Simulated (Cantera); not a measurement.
An isothermal, constant-pressure homogeneous reactor starts with CH4 : H2O : H2 = 1 : 1 : 0.78 (molar parts), at 1950 K and 0.118 atm.

Computed with Cantera and GRI-Mech 3.0 (53 species, 325 reactions).

x: mole fraction; the columns are a selection and need not sum to one.

| t (s) | x CH4 | x H2O | x H2 | x C2H6 | x OH | x CH3 | x CH2 |
|---|---|---|---|---|---|---|---|
| 5.00e-6 | 0.359 | 0.360 | 0.281 | 4.53e-8 | 2.36e-6 | 0.000365 | 2.03e-8 |
| 1.55e-5 | 0.358 | 0.359 | 0.281 | 1.29e-6 | 6.04e-6 | 0.00116 | 2.16e-7 |
| 4.82e-5 | 0.355 | 0.359 | 0.282 | 2.50e-5 | 1.74e-5 | 0.00355 | 1.92e-6 |
| 0.000150 | 0.339 | 0.356 | 0.291 | 0.000252 | 5.00e-5 | 0.00978 | 1.25e-5 |
| 0.000464 | (withheld) | 0.332 | (withheld) | (withheld) | 8.66e-5 | (withheld) | (withheld) |
| 0.00144 | 0.109 | 0.289 | 0.502 | 0.000107 | 8.16e-5 | 0.00658 | 1.79e-5 |
| 0.00447 | (withheld) | (withheld) | 0.577 | (withheld) | 8.24e-5 | (withheld) | (withheld) |
| 0.0139 | 0.0152 | 0.220 | 0.621 | 3.07e-6 | 7.90e-5 | 0.00120 | 6.65e-6 |
| 0.0431 | 0.0105 | 0.159 | 0.669 | 1.41e-6 | 5.59e-5 | 0.000816 | 4.42e-6 |
| 0.134 | 0.00640 | 0.0884 | 0.722 | 4.88e-7 | 3.02e-5 | 0.000479 | 2.41e-6 |
| 0.415 | 0.00295 | 0.0381 | 0.760 | 1.01e-7 | 1.29e-5 | 0.000219 | 1.05e-6 |
| 1.29 | 0.00111 | 0.0138 | 0.778 | 1.44e-8 | 4.68e-6 | 8.23e-5 | 3.91e-7 |
| 4.00 | 0.000381 | 0.00461 | 0.785 | 1.72e-9 | 1.57e-6 | 2.83e-5 | 1.34e-7 |

Problem. What belongs in the gaps?

Solution. 
- 0.000464, x CH4: 0.241
- 0.000464, x H2: 0.373
- 0.000464, x C2H6: 0.000440
- 0.000464, x CH3: 0.0130
- 0.000464, x CH2: 2.67e-5
- 0.00447, x CH4: 0.0382
- 0.00447, x H2O: 0.258
- 0.00447, x C2H6: 1.62e-5
- 0.00447, x CH3: 0.00266
- 0.00447, x CH2: 1.08e-5
